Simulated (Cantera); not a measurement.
A freely propagating, adiabatic, planar premixed flame of H2 : O2 : N2 = 1 : 0.667 : 2.51 (molar parts), unburnt at 650 K and 1.00 bar; mixture-averaged transport, grid criteria slope 0.08 and curve 0.16, no radiation.

Detailed kinetics in Cantera: the H2/O2 subset of GRI-Mech 3.0, which has no nitrogen chemistry. Burning velocities carry a grid error of a few per cent, more on coarse grids.

x: mole fraction of selected species; z is measured from the peak of heat release.

| z (mm) | T (K) | u (m/s) | x H2 | x O2 | x HO2 | x H | x O | x OH |
|---|---|---|---|---|---|---|---|---|
| -1.40 | 650 | 6.87 | 0.239 | 0.160 | <1e-8 | <1e-8 | <1e-8 | <1e-8 |
| -0.933 | 650 | 6.87 | 0.239 | 0.160 | <1e-8 | <1e-8 | <1e-8 | <1e-8 |
| -0.700 | 650 | 6.87 | 0.239 | 0.160 | <1e-8 | <1e-8 | <1e-8 | <1e-8 |
| -0.466 | 650 | 6.87 | 0.239 | 0.160 | [?] | 8.63e-8 | <1e-8 | <1e-8 |
| -0.233 | 667 | 7.02 | 0.234 | 0.160 | [?] | 0.000196 | 1.20e-5 | 6.04e-5 |
| -0.117 | 846 | 8.70 | 0.202 | 0.156 | [?] | 0.00501 | 0.000416 | 0.000752 |
| 0 | 1242 | 12.4 | 0.109 | 0.119 | [?] | 0.0277 | 0.00611 | 0.00409 |
| 0.117 | 1538 | 15.1 | 0.0411 | 0.0712 | [?] | 0.0395 | 0.0139 | 0.0106 |
| 0.233 | 1686 | 16.5 | 0.0274 | 0.0580 | [?] | 0.0344 | 0.0152 | 0.0139 |
| 0.466 | 1843 | 17.9 | 0.0235 | 0.0532 | [?] | 0.0243 | 0.0131 | 0.0163 |
| 0.933 | 1997 | 19.1 | 0.0193 | 0.0500 | [?] | 0.0148 | 0.00979 | 0.0173 |
| 1.87 | 2131 | 20.2 | 0.0140 | 0.0475 | [?] | 0.00773 | 0.00649 | 0.0165 |
| 3.73 | 2236 | 21.1 | 0.00873 | 0.0459 | [?] | 0.00335 | 0.00377 | 0.0141 |

Question: Complete the blanks.

Answer: 
- -0.466, x HO2: 9.67e-7
- -0.233, x HO2: 0.000228
- -0.117, x HO2: 0.000190
- 0, x HO2: 9.50e-5
- 0.117, x HO2: 4.89e-5
- 0.233, x HO2: 3.37e-5
- 0.466, x HO2: 2.38e-5
- 0.933, x HO2: 1.59e-5
- 1.87, x HO2: 9.92e-6
- 3.73, x HO2: 6.28e-6
